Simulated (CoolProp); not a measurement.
A closed Brayton cycle with dry air: compressor inlet 321.15 K and 5.7 MPa, high pressure 11.4 MPa, turbine inlet 635 K, compressor efficiency 0.85, turbine efficiency 0.93, recuperator effectiveness 0 (on enthalpy, no pinch check). Each further row changes one setting.

The numbers come from the reference Helmholtz-energy equation of state, Lemmon 2000 in CoolProp. It is a pseudo-pure fit of the blend.

| case | thermal efficiency (%) | net work (kJ/kg) | compressor to turbine work | compressor exit (K) | turbine exit (K) |
|---|---|---|---|---|---|
| as stated | 10.4 | 25.9 | 0.77 | 404.7 | 531.9 |
| turbine inlet 585 K | 8.7 | 17.0 | 0.83 | 404.7 | 489.0 |
| compressor inlet 331.15 K | 9.8 | 23.0 | 0.79 | 417.2 | 531.9 |
| high pressure 9.69 MPa | 8.6 | 23.3 | 0.73 | 383.6 | 554.6 |
| recuperator effectiveness 0.5 | 14.2 | 25.9 | 0.77 | 404.7 | 531.9 |
